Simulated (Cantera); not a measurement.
**Transport properties of process gases**

Gas mixture: 100 % C3H8, at 0.340 bar, frozen composition.

Cantera's kinetic-theory transport with the Lennard-Jones parameters of GRI-Mech 3.0, ideal gas; thermal conductivity in the multicomponent form. The composition is frozen, though it would react at the higher temperatures.

| T (K) | ρ (kg/m³) | cp (J/kg/K) | μ (µPa s) | λ (mW/m/K) | Pr | D (cm²/s) OH | D (cm²/s) NH3 | D (cm²/s) C2H2 |
|---|---|---|---|---|---|---|---|---|
| 400 | 0.451 | 2134 | 10.9 | 30.6 | 0.758 | 0.869 | 0.593 | 0.465 |
| 600 | 0.301 | 2917 | 15.5 | 59.5 | 0.759 | 1.77 | 1.30 | 0.980 |
| 800 | 0.225 | 3512 | 19.4 | 90.1 | 0.758 | 2.89 | 2.21 | 1.63 |
| 1000 | 0.180 | 3960 | 23.0 | 120 | 0.756 | 4.22 | 3.30 | 2.40 |
| 1200 | 0.150 | 4267 | 26.2 | 148 | 0.754 | 5.73 | 4.56 | 3.29 |
| 1400 | 0.129 | 4523 | 29.1 | 175 | 0.753 | 7.41 | 5.96 | 4.27 |
D: mixture-averaged diffusion coefficient of that species in the mixture.
